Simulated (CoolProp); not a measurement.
Dimethyl carbonate at 392.89 K and 0.981 MPa is throttled through a valve to 0.198 MPa with no heat exchange. Each further row changes one setting.

The numbers come from the reference Helmholtz-energy equation of state, Zhou 2011 in CoolProp.

```json
[
 {"case": "as stated", "temperature change (K)": "-7.1", "final phase": "[?]", "final density (kg/m³)": "125"},
 {"case": "outlet pressure 0.0594 MPa", "temperature change (K)": "[?]", "final phase": "[?]", "final density (kg/m³)": "8.03"},
 {"case": "outlet pressure 0.257 MPa", "temperature change (K)": "+0.1", "final phase": "liquid", "final density (kg/m³)": "930"}
]
```

Q: Complete the blanks.

A: 
- as stated, final phase: two-phase, vapour fraction 0.041
- outlet pressure 0.0594 MPa, temperature change (K): -45.5
- outlet pressure 0.0594 MPa, final phase: two-phase, vapour fraction 0.234
